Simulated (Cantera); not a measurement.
Input (Python, Cantera):

```python
import numpy as np
import cantera as ct

gas = ct.Solution("gri30.yaml")


def delay(T, t_max=10):
    gas.TPX = T, 1200000, {'CO': 1, 'H2': 1.2, 'O2': 0.917, 'N2': 3.45}
    reactor = ct.IdealGasReactor(gas, clone=False)
    net = ct.ReactorNet([reactor])
    net.rtol, net.atol = 1e-8, 1e-16
    while net.time < t_max:
        t_old, T_old = net.time, reactor.T
        net.step()
        if reactor.T > T + 400:  # ignition: a rise of 400 K
            return t_old + (T + 400 - T_old) / (reactor.T - T_old) * (net.time - t_old)
    return np.nan


taus = []
for T in [1075, 1150, 1225, 1300, 1375, 1450, 1525, 1600]:
    taus.append(delay(T))
    print(f"T0 = {T:6g} K   tau = {taus[-1]:.4e} s")
```

Output:

```
T0 =   1075 K   tau = 6.2731e-04 s
T0 =   1150 K   tau = 1.1492e-04 s
T0 =   1225 K   tau = 1.9299e-05 s
T0 =   1300 K   tau = 5.3393e-06 s
T0 =   1375 K   tau = 2.7272e-06 s
T0 =   1450 K   tau = 1.7803e-06 s
T0 =   1525 K   tau = 1.3007e-06 s
T0 =   1600 K   tau = 1.0150e-06 s
```

Detailed kinetics in Cantera: GRI-Mech 3.0 (53 species, 325 reactions). The hydrogen kinetics of GRI-Mech 3.0 are dated; newer H2 mechanisms differ, most at raised pressure. The pressure lies above the range GRI-Mech 3.0 was tuned for (to about 10 atm).
